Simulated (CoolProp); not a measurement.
CF4 (R14) along the isotherm 334.8 K: Z from the reference equation and from simpler models built on Tc = 227.4 K, pc = 3762 kPa, ω = 0.178; each cubic takes its own stable root.

The numbers come from the reference Helmholtz-energy equation of state, Platzer 1990 in CoolProp. This equation is an older, rougher fit; its heat capacities, sound speeds and derivatives of the liquid may be far off and weren't checked against measurements.

| p (kPa) | phase | reference |
|---|---|---|
| 29.7 | gas | 0.9993 |
| 44.9 | gas | 0.9989 |
| 67.7 | gas | 0.9984 |
| 102 | gas | 0.9976 |
| 154 | gas | 0.9964 |
| 232 | gas | 0.9946 |
| 351 | gas | 0.9918 |
| 529 | gas | 0.9877 |
| 798 | gas | 0.9815 |
| 1200 | gas | 0.9723 |
| 1820 | gas | 0.9584 |
| 2740 | gas | 0.9384 |
| 4130 | supercritical | 0.9098 |
| 6240 | supercritical | 0.8712 |
| 9410 | supercritical | 0.8299 |

Problem. How far does each simpler model (van der Waals, Redlich-Kwong, Soave-Redlich-Kwong) lie from the reference over these 15 states: mean and median of the absolute difference, and the worst?

Solution. 
- van der Waals: mean 1.8 %, median 0.3 %, worst -10.2 % at 334.8 K and 9410 kPa
- Redlich-Kwong: mean 0.9 %, median 0.2 %, worst -4.1 % at 334.8 K and 9410 kPa
- Soave-Redlich-Kwong: mean 0.6 %, median 0.1 %, worst +3.9 % at 334.8 K and 9410 kPa
